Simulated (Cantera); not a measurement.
What does this Cantera script print?

```python
import numpy as np
import cantera as ct

gas_names = """
    B BCL BCL2 BCL3 BH BH2 BH3 BN B2 CL CL2 H HCL H2 N NH NH2 NH3 N2 N2H2 N2H4
""".split()
cond_names = """
    B(b) B(L) BN(s) NH4CL(a) NH4CL(b)
""".split()


# ... load() reads the species with a 1 bar reference pressure and builds the phases ...
atoms = {
    'BCl3': {'B': 1, 'CL': 3},
    'N2': {'N': 2},
    'H2': {'H': 2},
}
top_T = {'BN(s)': 3200}  # K; cautious upper limits of use, not melting points


# ... equilibrate(T, P, feed) seeds the gas with the atoms and calls Mixture.equilibrate('TP', solver="vcs", rtol=1e-11, max_steps=5000) ...
results = []
T = 1125  # K
P = 12  # Pa
for m in [1.9, 3.1, 4.3, 5.6, 6.8, 8, 9.3, 11, 12, 13, 14, 15, 17]:
    feed = {'BCl3': 1, 'N2': m, 'H2': 0.77}  # mol
    mix = equilibrate(T, P, feed)
    results.append((T, P, feed, dict(zip(mix.species_names, mix.species_moles))))

top = {s: max(r[3][s] / sum(r[3][g] for g in gas_names) for r in results) for s in gas_names}
cols = sorted((s for s in top if top[s] > 1e-06), key=lambda s: -top[s])[:7]
seen = [c for c in cond_names if any(r[3].get(c, 0) > 1e-12 for r in results)]
print("log10 of partial pressures in bar; condensed amounts in mol")
print(f"{'n(N2)':>10s}" + "".join(f"{s[:9]:>10s}" for s in cols + seen))
for T, P, feed, n in results:
    ng = sum(n[g] for g in gas_names)
    print(f"{feed['N2']:10.4g}" + "".join(f"{np.log10(max(n[s] / ng * P / 1e5, 1e-99)):10.3f}" for s in cols)
          + "".join(f"{n.get(c, 0):10.4g}" for c in seen))
```

It prints:

```
log10 of partial pressures in bar; condensed amounts in mol
     n(N2)        N2       HCL      BCL3        H2        CL      BCL2     BN(s)
       1.9    -4.270    -4.299    -4.798    -7.386    -8.010    -9.610    0.5126
       3.1    -4.154    -4.421    -4.921    -7.587    -8.032    -9.711    0.5128
       4.3    -4.097    -4.517    -5.016    -7.734    -8.054    -9.785    0.5129
       5.6    -4.060    -4.601    -5.101    -7.858    -8.076    -9.847    0.5129
       6.8    -4.038    -4.667    -5.166    -7.953    -8.094    -9.895     0.513
         8    -4.022    -4.724    -5.223    -8.034    -8.110    -9.935     0.513
       9.3    -4.009    -4.778    -5.278    -8.111    -8.126    -9.974    0.5131
        11    -3.996    -4.840    -5.340    -8.198    -8.145   -10.017    0.5131
        12    -3.990    -4.873    -5.372    -8.243    -8.155   -10.040    0.5132
        13    -3.985    -4.903    -5.403    -8.286    -8.164   -10.061    0.5132
        14    -3.981    -4.931    -5.431    -8.325    -8.173   -10.081    0.5132
        15    -3.977    -4.958    -5.458    -8.362    -8.181   -10.099    0.5132
        17    -3.970    -5.007    -5.507    -8.429    -8.196   -10.133    0.5133
```

Equilibrium computed with Cantera from the NASA thermochemical tables; the gas is ideal and each condensed phase is pure. N2 is the only nitrogen source here; it is nearly inert below about 1500 K, so the nitride shown seldom forms there in practice.
